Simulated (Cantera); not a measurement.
## Ammonia decomposition in nitride growth gas

An isothermal, constant-pressure homogeneous reactor starts with NH3 : N2 = 1 : 0.11 (molar parts), at 2275 K and 1.30 bar.

Cantera simulation using the gas-phase N/H chemistry of the illustrative SiF4/NH3 mechanism in the Surface Chemkin manual (1991); the numbers are that mechanism's predictions, not measurements. Walls and surfaces, which speed up NH3 decomposition in real reactors, are not modelled.

```
t (s)        x NH3       x H     x NH    x N2H4    x N2H2
--------  --------  --------  -------  --------  --------
0.000300     0.735  0.000207  6.99e-5   1.10e-6   1.89e-5
0.000601     0.608  0.000364  7.32e-5   7.65e-7   1.39e-5
0.00120      0.433  0.000624  7.06e-5   4.48e-7   8.50e-6
0.00241      0.239   0.00104  6.08e-5   1.93e-7   4.00e-6
0.00482     0.0873   0.00175  4.42e-5   4.82e-8   1.23e-6
0.00966     0.0143   0.00336  2.34e-5   4.06e-9   1.62e-7
0.0193    0.000955   0.00606  5.01e-6  5.69e-11   3.64e-9
0.0387    0.000216   0.00628  1.22e-6  3.12e-12  2.09e-10
0.0776     8.33e-5   0.00629  4.73e-7    <1e-12  3.44e-11
0.155      3.75e-5   0.00630  2.13e-7    <1e-12  9.76e-12
0.311      1.83e-5   0.00630  1.04e-7    <1e-12  4.98e-12
0.623      9.79e-6   0.00630  5.56e-8    <1e-12  3.92e-12
1.25       6.45e-6   0.00630  3.66e-8    <1e-12  3.68e-12
2.50       5.63e-6   0.00630  3.20e-8    <1e-12  3.63e-12
5.00       5.58e-6   0.00630  3.17e-8    <1e-12  3.63e-12
```
x: mole fraction; the columns are a selection and need not sum to one.

Equilibrium at this temperature and pressure: NH3 5.58e-6, H 0.00630, NH 3.17e-8, N2H4 <1e-12, N2H2 3.63e-12 (gas phase only).
